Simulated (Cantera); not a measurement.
What does this Cantera script print?

```python
import numpy as np
import cantera as ct

gas_names = """
    CL CL2 Cs CsCL Cs2 Cs2CL2 H HCL H2 N NH NH2 NH3 N2 N2H2 N2H4
""".split()
cond_names = """
    Cs(cr) Cs(L) CsCL(a) CsCL(b) CsCL(L) NH4CL(a) NH4CL(b)
""".split()


# ... load() reads the species with a 1 bar reference pressure and builds the phases ...
atoms = {
    'CsCl': {'Cs': 1, 'CL': 1},
    'H2': {'H': 2},
    'N2': {'N': 2},
}
top_T = {}  # K; cautious upper limits of use, not melting points


# ... equilibrate(T, P, feed) seeds the gas with the atoms and calls Mixture.equilibrate('TP', solver="vcs", rtol=1e-11, max_steps=5000) ...
results = []
feed = {'CsCl': 1, 'H2': 15, 'N2': 8.5}  # mol
P = 1000  # Pa
for T in [898, 973, 1048, 1123, 1198, 1273, 1348, 1423, 1498, 1573]:
    mix = equilibrate(T, P, feed)
    results.append((T, P, feed, dict(zip(mix.species_names, mix.species_moles))))

top = {s: max(r[3][s] / sum(r[3][g] for g in gas_names) for r in results) for s in gas_names}
cols = sorted((s for s in top if top[s] > 0.001), key=lambda s: -top[s])[:5]
seen = [c for c in cond_names if any(r[3].get(c, 0) > 1e-12 for r in results)]
print("log10 of partial pressures in bar; condensed amounts in mol")
print(f"{'T/K':>10s}" + "".join(f"{s[:9]:>10s}" for s in cols + seen))
for T, P, feed, n in results:
    ng = sum(n[g] for g in gas_names)
    print(f"{T:10.4g}" + "".join(f"{np.log10(max(n[s] / ng * P / 1e5, 1e-99)):10.3f}" for s in cols)
          + "".join(f"{n.get(c, 0):10.4g}" for c in seen))
```

It prints:

```
log10 of partial pressures in bar; condensed amounts in mol
       T/K        H2        N2      CsCL    Cs2CL2        Cs   CsCL(b)
       898    -2.200    -2.446    -4.167    -4.446    -8.107    0.6685
       973    -2.210    -2.456    -3.600    -4.096    -7.325         0
      1048    -2.212    -2.458    -3.463    -4.490    -6.828         0
      1123    -2.213    -2.459    -3.413    -4.969    -6.432         0
      1198    -2.213    -2.460    -3.398    -5.444    -6.100         0
      1273    -2.213    -2.460    -3.394    -5.880    -5.812         0
      1348    -2.213    -2.460    -3.393    -6.273    -5.557         0
      1423    -2.213    -2.460    -3.395    -6.627    -5.330         0
      1498    -2.214    -2.460    -3.398    -6.947    -5.127         0
      1573    -2.214    -2.460    -3.402    -7.240    -4.944         0
```

Cantera equilibrium calculation (NASA polynomials, part measured and part estimated; ideal gas, pure solids and liquids).
